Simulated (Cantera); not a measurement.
Feed: 1 mol n-butane, 0.028 mol H₂O, 1.4 mol H₂, equilibrated at 1.00 bar.

Cantera equilibrium calculation (NASA polynomials, part measured and part estimated; ideal gas, pure solids and liquids). Candidate condensed phases: C, C₆H₆, C₇H₈, C₈H₁₈, H₂O; 110 gas species. Equilibrium is a limit: real reactors are often held back by kinetics, nucleation or transport.

x: gas mole fraction; n: condensed amount in mol.

```csv
T (°C),x H₂,x CH₄,x H₂O,x CO,x CO₂,x C₂H₆,n C(graphite)
575,0.690,0.305,0.00471,0.000926,1.96e-5,4.96e-6,2.49
650,0.833,0.162,0.00282,0.00219,1.52e-5,2.66e-6,3.09
725,0.914,0.0815,0.00127,0.00341,6.87e-6,1.26e-6,3.49
800,0.954,?,?,0.00402,?,?,3.72
875,0.973,?,?,0.00424,?,?,3.83
950,0.983,0.0129,8.51e-5,0.00431,2.55e-7,1.49e-7,3.89
1025,0.988,0.00777,3.98e-5,0.00433,9.94e-8,8.25e-8,3.92
```

**Question.** What belongs in the gaps?

**Answer.** 
- 875, x CH₄: 0.0225
- 875, x H₂O: 0.000198
- 875, x CO₂: 7.30e-7
- 875, x C₂H₆: 2.87e-7
- 800, x CH₄: 0.0418
- 800, x H₂O: 0.000498
- 800, x CO₂: 2.27e-6
- 800, x C₂H₆: 5.89e-7
